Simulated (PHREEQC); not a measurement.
Make-up at 25 °C: 0.0013 mol/kgw AlCl3 and 0.00062 mol/kgw Na2SiF6. Closed to the air; pH follows from the charge balance.

Model: ion-association model, wateq4f.dat, run in PHREEQC.

```csv
quantity,before,after
pH,2.69,2.66
Al+3 (mol/kgw),2.01e-8,0.00298
AlOH+2 (mol/kgw),7.23e-11,7.51e-6
SI of Gibbsite (Al(OH)3),-7.99,-3.18
SI of Boehmite (AlOOH),-8.46,-3.65
```

Name the change that produced these shifts.
A) diluted 5-fold with water
B) Na2SiF6 left out
C) AlCl3 from 0.0013 to 0.013 mol/kgw
D) AlCl3 from 0.0013 to 0.0065 mol/kgw

D, AlCl3 from 0.0013 to 0.0065 mol/kgw

No solid was allowed to form. Some of these states are supersaturated (in Quartz (slow to form), Chalcedony (slow to form), for instance). SiF6-2 is the database's only silicon fluoride. Fluoro complexes past AlF4- and FeF3 are missing from the database.
